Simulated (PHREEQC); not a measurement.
A PHREEQC input (ion-association model, phreeqc.dat):

```
SOLUTION 1
  temp 298.15
  units mg/kgw
  pH 7.83
  pe 12.2
  Na 26.9
  K 8.72
  Ca 163
  Mg 1.6
  Cl 197
  S(6) 114 as SO4
  Alkalinity 125 as HCO3
  Zn 1.46
  Cd 0.133
  Br 0.565
END
USE solution 1
EQUILIBRIUM_PHASES 1
  CO2(g) -2 10
END
```

It stops with these messages:

```
WARNING: Maximum iterations exceeded, 100
WARNING: Maximum iterations exceeded, 100
WARNING: The program has failed to converge to a numerical solution.
ERROR:           Alkalinity has not converged. Total: 2.048539e-03	Calculated: -1.641995e-06	Residual: 2.050181e-03
ERROR: Is non-carbonate alkalinity greater than total alkalinity?
ERROR:                   Br has not converged. Total: 7.070985e-06	Calculated: 8.396240e-06	Residual: -1.325255e-06
ERROR:                   Ca has not converged. Total: 4.066866e-03	Calculated: 1.121416e-03	Residual: 2.945450e-03
ERROR:                   Cd has not converged. Total: 1.183274e-06	Calculated: 1.271327e-08	Residual: 1.170561e-06
ERROR:                   Cl has not converged. Total: 5.556652e-03	Calculated: 6.575764e-03	Residual: -1.019112e-03
ERROR:                    K has not converged. Total: 2.230065e-04	Calculated: 1.889566e-04	Residual: 3.404987e-05
ERROR:                   Mg has not converged. Total: 6.581112e-05	Calculated: 1.288342e-05	Residual: 5.292770e-05
ERROR:                   Na has not converged. Total: 1.170084e-03	Calculated: 1.188129e-03	Residual: -1.804447e-05
ERROR:                 S(6) has not converged. Total: 1.186709e-03	Calculated: 6.404951e-04	Residual: 5.462137e-04
ERROR:                   Zn has not converged. Total: 2.233440e-05	Calculated: 1.505636e-07	Residual: 2.218384e-05
ERROR:               A(H2O) Activity of water has not converged. 	Residual: 1.600016e+01
ERROR: Model failed to converge for initial solution  1.
```

Problem. What went wrong, and how is it mended?

Solution. The fault: the temperature typed in kelvin. The line should read `temp 25` where the input has `temp 298.15`. With the mend the run ends at pH 7.07 and ionic strength 0.0140 mol/kgw.
